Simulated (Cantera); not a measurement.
Input: 1 mol SiH₂Cl₂, 0.61 mol O₂, held at 14.0 mbar.

These are equilibrium values from Cantera (NASA tables, ideal gas, pure condensed phases), not measurements of a reactor. Candidate condensed phases: H₂O, Si, SiO₂; 30 gas species. The tables' values for SiCl₃ are old estimates; treat these amounts as uncertain. The tables hold silica as quartz up to 1696 K and as liquid above; real silica turns to tridymite and cristobalite and melts near 1996 K. Equilibrium is a limit: real reactors are often held back by kinetics, nucleation or transport.

x: gas mole fraction; n: condensed amount in mol.

```tsv
T (°C)	x H₂	x HCl	x SiCl₄	x SiCl₃	x SiHCl₃	n SiO₂(α-quartz)	n SiO₂(β-quartz)
402	0.484	0.273	0.242	2.38e-8	___	0.610	0
452	0.484	0.273	0.242	2.09e-7	___	0.610	0
502	0.484	0.274	0.242	1.38e-6	___	0.610	0
552	0.484	0.274	0.242	7.25e-6	___	0.610	0
602	0.484	0.274	0.241	3.12e-5	___	0	0.610
652	0.483	0.275	0.241	0.000114	___	0	0.610
702	0.482	0.276	0.239	0.000364	___	0	0.610
752	0.480	0.278	0.237	0.00102	___	0	0.610
802	0.477	0.281	0.234	0.00257	___	0	0.610
852	0.471	0.288	0.227	0.00575	___	0	0.610
902	0.460	0.301	0.215	0.0113	___	0	0.610
```

Problem. Complete the blanks.

Solution. 
- 402, x SiHCl₃: 5.63e-5
- 452, x SiHCl₃: 0.000132
- 502, x SiHCl₃: 0.000277
- 552, x SiHCl₃: 0.000528
- 602, x SiHCl₃: 0.000931
- 652, x SiHCl₃: 0.00154
- 702, x SiHCl₃: 0.00239
- 752, x SiHCl₃: 0.00353
- 802, x SiHCl₃: 0.00493
- 852, x SiHCl₃: 0.00645
- 902, x SiHCl₃: 0.00773
